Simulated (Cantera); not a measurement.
Input: 1 mol Fe₃O₄, 2.3 mol CH₄, 2.3 mol H₂, 0.61 mol C, held at 2300 K and 15.0 Torr.

Method: chemical equilibrium by Gibbs-energy minimisation in Cantera with the NASA 1993 tables (ideal gas, pure condensed phases). Candidate condensed phases: C, C₆H₆, C₇H₈, C₈H₁₈, Fe, Fe(CO)₅, FeO, Fe(OH)₂, Fe(OH)₃, Fe₂O₃, Fe₃O₄, H₂O; 114 gas species. Equilibrium is a limit: real reactors are often held back by kinetics, nucleation or transport.

Base state: H₂ 0.429, Fe 0.227, CO 0.215, H₂O 0.0737, H 0.0448, CO₂ 0.00659, FeO 0.00145, OH 0.00124 (mole fractions); condensed: gas only.

Question: What changes in the equilibrium state with this change: temperature from 2300 K to 1473 K?

Answer: 
```json
[
 {"species": "H₂", "before": "0.429", "after": "0.610"},
 {"species": "CO", "before": "0.215", "after": "0.279"},
 {"species": "H₂O", "before": "0.0737", "after": "0.0937"},
 {"species": "Fe", "before": "0.227", "after": "4.18e-6"},
 {"species": "H", "before": "0.0448", "after": "6.98e-5"},
 {"species": "CO₂", "before": "0.00659", "after": "0.0174"},
 {"species": "FeO", "before": "0.00145", "after": "2.28e-9"},
 {"species": "O", "before": "8.84e-5", "after": "<1e-9"},
 {"species": "OH", "before": "0.00124", "after": "2.80e-7"},
 {"species": "Fe(OH)₂", "before": "2.23e-5", "after": "4.23e-7"},
 {"species": "Fe(γ), mol", "before": "0", "after": "3.00"}
]
```
